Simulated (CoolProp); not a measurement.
The numbers come from the reference Helmholtz-energy equation of state, Lemmon 2006 in CoolProp. It is a short technical equation, of lower accuracy than the large ones.

Give the vapour pressure (MPa), liquid density (kg/m³), enthalpy of vaporisation (kJ/kg), liquid cp (kJ/(kg K)) of saturated toluene at 146.35 °C.


| T (°C) | p (MPa) | liquid density (kg/m³) | enthalpy of vaporisation (kJ/kg) | liquid cp (kJ/(kg K)) |
|---|---|---|---|---|
| 146.35 | 0.253 | 741 | 336 | 2.14 |
